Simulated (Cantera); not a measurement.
A closed system holds: 1 mol SiHCl3, 0.21 mol Cl2, 110 mol N2, equilibrated at 1123 K and 1 atm.

Method: chemical equilibrium by Gibbs-energy minimisation in Cantera with the NASA 1993 tables (ideal gas, pure condensed phases). Candidate condensed phases: NH4Cl, Si, Si3N4; 28 gas species. N2 is the only nitrogen source here; it is nearly inert below about 1500 K, so the nitride shown seldom forms there in practice. The tables' values for SiCl3 are old estimates; treat these amounts as uncertain. Rates play no part.

Base state: N2 0.986, HCl 0.00818, SiCl4 0.00562, H2 0.000397, SiCl3 1.65e-5 (mole fractions); condensed: Si3N4(s).

Task: What changes in the equilibrium state with this change: temperature from 1123 K to 1650 K?

Result: 
| species | before | after |
|---|---|---|
| N2 | 0.986 | 0.983 |
| HCl | 0.00818 | 0.00812 |
| SiCl2 | 6.05e-7 | 0.00460 |
| SiCl4 | 0.00562 | 0.00183 |
| Cl | 1.54e-8 | 2.88e-5 |
| SiCl3 | 1.65e-5 | 0.00196 |
| SiHCl3 | 4.68e-6 | 1.51e-5 |
| H2 | 0.000397 | 0.000399 |
| Si3N4(s), mol | 0.124 | 0.0202 |

Task: What changes in the equilibrium state with this change: temperature from 1123 K to 1523.15 K?

Result: 
```csv
species,before,after
N2,0.986,0.985
HCl,0.00818,0.00832
SiCl4,0.00562,0.00396
SiCl3,1.65e-5,0.00130
SiCl2,6.05e-7,0.00128
SiHCl3,4.68e-6,1.67e-5
H2,0.000397,0.000313
"Si3N4(s), mol",0.124,0.0898
```

Task: What changes in the equilibrium state with this change: N2 from 110 to 3.4 mol?

Result: 
```
species          before     after
-------------  --------  --------
N2                0.986     0.675
HCl             0.00818     0.151
SiCl4           0.00562     0.143
H2             0.000397    0.0303
SiHCl3          4.68e-6  0.000493
SiCl3           1.65e-5  0.000200
Si3N4(s), mol     0.124     0.107
```
